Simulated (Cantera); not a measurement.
What does this Cantera script print?

```python
import numpy as np
import cantera as ct

gas_names = """
    Electron H H+ H- HO2 H2 H2+ H2- H2O H2O+ H2O2 H2S H2SO4 H3O+ O O+ O- OH OH+ OH- O2 O2+ O2- O3 S S+
    S- SH SO SO2 SO3 S2 S2O S8
""".split()
cond_names = """
    H2O(s) H2O(L) H2SO4(L) S(cr1) S(cr2) S(L)
""".split()


# ... load() reads the species with a 1 bar reference pressure and builds the phases ...
atoms = {
    'H2S': {'H': 2, 'S': 1},
    'O2': {'O': 2},
}
top_T = {}  # K; cautious upper limits of use, not melting points


# ... equilibrate(T, P, feed) seeds the gas with the atoms and calls Mixture.equilibrate('TP', solver="vcs", rtol=1e-11, max_steps=5000) ...
results = []
feed = {'H2S': 1, 'O2': 0.23}  # mol
P = 100000  # Pa
for T in [2500, 3000, 3500, 4000, 4500, 5000]:
    mix = equilibrate(T, P, feed)
    results.append((T, P, feed, dict(zip(mix.species_names, mix.species_moles))))

top = {s: max(r[3][s] / sum(r[3][g] for g in gas_names) for r in results) for s in gas_names}
cols = sorted((s for s in top if top[s] > 1e-06), key=lambda s: -top[s])[:5]
seen = [c for c in cond_names if any(r[3].get(c, 0) > 1e-12 for r in results)]
print("log10 of partial pressures in bar; condensed amounts in mol")
print(f"{'T/K':>10s}" + "".join(f"{s[:9]:>10s}" for s in cols + seen))
for T, P, feed, n in results:
    ng = sum(n[g] for g in gas_names)
    print(f"{T:10.4g}" + "".join(f"{np.log10(max(n[s] / ng * P / 1e5, 1e-99)):10.3f}" for s in cols)
          + "".join(f"{n.get(c, 0):10.4g}" for c in seen))
```

Output:

```
log10 of partial pressures in bar; condensed amounts in mol
       T/K         H        H2         S        S2       H2O
      2500    -1.811    -0.423    -1.678    -0.640    -0.710
      3000    -1.025    -0.447    -1.031    -0.869    -0.965
      3500    -0.548    -0.639    -0.716    -1.328    -1.381
      4000    -0.327    -1.059    -0.601    -1.919    -2.140
      4500    -0.262    -1.602    -0.558    -2.472    -3.211
      5000    -0.246    -2.108    -0.545    -2.961    -4.258
```

Cantera equilibrium calculation (NASA polynomials, part measured and part estimated; ideal gas, pure solids and liquids).
